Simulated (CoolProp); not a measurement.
Properties of m-xylene along the isotherm 140.35 °C (Tc = 343.7 °C, pc = 35.35 bar, ω = 0.326).

The numbers come from the reference Helmholtz-energy equation of state, Zhou 2012 in CoolProp.

```json
[
 {"p (bar)": "6.8", "phase": "liquid", "cp (kJ/(kg K))": "2.120", "cv (kJ/(kg K))": "1.680", "isothermal compressibility (1/MPa)": "0.002170", "expansivity (1/kK)": "1.320", "viscosity (µPa s)": "218"},
 {"p (bar)": "13.6", "phase": "liquid", "cp (kJ/(kg K))": "2.117", "cv (kJ/(kg K))": "1.680", "isothermal compressibility (1/MPa)": "0.002133", "expansivity (1/kK)": "1.306", "viscosity (µPa s)": "220"},
 {"p (bar)": "20.4", "phase": "liquid", "cp (kJ/(kg K))": "2.115", "cv (kJ/(kg K))": "1.680", "isothermal compressibility (1/MPa)": "0.002099", "expansivity (1/kK)": "1.293", "viscosity (µPa s)": "222"},
 {"p (bar)": "27.2", "phase": "liquid", "cp (kJ/(kg K))": "2.113", "cv (kJ/(kg K))": "1.680", "isothermal compressibility (1/MPa)": "0.002065", "expansivity (1/kK)": "1.281", "viscosity (µPa s)": "223"},
 {"p (bar)": "34", "phase": "liquid", "cp (kJ/(kg K))": "2.111", "cv (kJ/(kg K))": "1.680", "isothermal compressibility (1/MPa)": "0.002033", "expansivity (1/kK)": "1.269", "viscosity (µPa s)": "225"},
 {"p (bar)": "40.8", "phase": "liquid", "cp (kJ/(kg K))": "2.109", "cv (kJ/(kg K))": "1.680", "isothermal compressibility (1/MPa)": "0.002002", "expansivity (1/kK)": "1.257", "viscosity (µPa s)": "227"},
 {"p (bar)": "47.6", "phase": "liquid", "cp (kJ/(kg K))": "2.107", "cv (kJ/(kg K))": "1.680", "isothermal compressibility (1/MPa)": "0.001971", "expansivity (1/kK)": "1.245", "viscosity (µPa s)": "228"},
 {"p (bar)": "54.4", "phase": "liquid", "cp (kJ/(kg K))": "2.105", "cv (kJ/(kg K))": "1.680", "isothermal compressibility (1/MPa)": "0.001942", "expansivity (1/kK)": "1.234", "viscosity (µPa s)": "230"},
 {"p (bar)": "61.2", "phase": "liquid", "cp (kJ/(kg K))": "2.103", "cv (kJ/(kg K))": "1.680", "isothermal compressibility (1/MPa)": "0.001914", "expansivity (1/kK)": "1.223", "viscosity (µPa s)": "232"},
 {"p (bar)": "68", "phase": "liquid", "cp (kJ/(kg K))": "2.101", "cv (kJ/(kg K))": "1.680", "isothermal compressibility (1/MPa)": "0.001887", "expansivity (1/kK)": "1.213", "viscosity (µPa s)": "233"},
 {"p (bar)": "74.8", "phase": "liquid", "cp (kJ/(kg K))": "2.100", "cv (kJ/(kg K))": "1.680", "isothermal compressibility (1/MPa)": "0.001861", "expansivity (1/kK)": "1.203", "viscosity (µPa s)": "235"},
 {"p (bar)": "81.6", "phase": "liquid", "cp (kJ/(kg K))": "2.098", "cv (kJ/(kg K))": "1.680", "isothermal compressibility (1/MPa)": "0.001835", "expansivity (1/kK)": "1.193", "viscosity (µPa s)": "236"},
 {"p (bar)": "88.4", "phase": "liquid", "cp (kJ/(kg K))": "2.096", "cv (kJ/(kg K))": "1.680", "isothermal compressibility (1/MPa)": "0.001810", "expansivity (1/kK)": "1.183", "viscosity (µPa s)": "238"}
]
```

Viscosity comes from a separate model (Cao 2016).
